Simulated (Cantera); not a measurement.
A closed system holds: 1 mol CaCO3, 5.9 mol CO2, equilibrated at 2200 K and 750 Torr.

These are equilibrium values from Cantera (NASA tables, ideal gas, pure condensed phases), not measurements of a reactor. Candidate condensed phases: C, Ca, CaCO3, CaO; 15 gas species. The numbers say what is thermodynamically allowed, not how fast it happens.

Base state: CO2 0.940, CO 0.0401, O2 0.0199, O 0.000381 (mole fractions); condensed: CaO(s).

### Question
What changes in the equilibrium state with this change: 0.034 mol H2 added?

### Answer
| species | before | after |
|---|---|---|
| CO2 | 0.940 | 0.935 |
| CO | 0.0401 | 0.0418 |
| O2 | 0.0199 | 0.0182 |
| H2O | 0 | 0.00447 |
| OH | 0 | 0.000571 |
| H2 | 0 | 3.78e-5 |
| H | 0 | 3.46e-5 |
| O | 0.000381 | 0.000365 |
| CaO(s), mol | 1.00 | 1.000 |
Further candidate phases: C6H6, C7H8, C8H18, Ca(OH)2, H2O.

### Question
What changes in the equilibrium state with this change: pressure from 750 Torr to 7.50 Torr?

### Answer
```tsv
species	before	after
CO2	0.940	0.752
CO	0.0401	0.163
O2	0.0199	0.0776
O	0.000381	0.00753
CaO(s), mol	1.00	1.000
```
